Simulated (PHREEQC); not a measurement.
## Hard or scaling water (model solution)

Make-up at 25 °C: 0.00045 mol CaCl2, 0.00019 mol Na2SO4 and 0.0089 mol MgSO4 per kg of water. Closed to the air; pH follows from the charge balance.

The numbers come from PHREEQC with the ion-association model, wateq4f.dat.

Precipitation was switched off in this run.

Problem. Predict the ionic strength.

Solution. ionic strength 0.0260 mol/kgw.

Problem. In which forms is Ca present?

Solution. Ca+2 73 %, CaSO4 27 % of the Ca.

Species that the database lacks are ignored.
